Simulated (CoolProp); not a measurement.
Vapour-liquid equilibrium of acetone (1) + water (2) at 465.5 K; x and y are mole fractions of (1).

Values from CoolProp's multi-fluid Helmholtz-energy mixture model, Lemmon 2006 and Wagner 2002; pair parameters Bell 2016.

```csv
x,bubble pressure (MPa),y at the bubble point,dew pressure at overall composition x (MPa),liquid density (mol/L)
0.05,1.528,0.164,1.379,42.89
0.2,1.947,0.405,1.582,30.94
0.35,2.166,0.517,1.839,23.33
0.5,2.302,0.603,2.134,18.16
0.65,2.395,0.695,2.357,14.48
0.8,2.446,0.809,2.444,11.79
0.95,2.447,0.948,2.447,9.773
```

y crosses x between x = 0.8 and 0.95: the model has an azeotrope there.

The pair parameters rest on a limited set of measurements; away from them the model extrapolates.
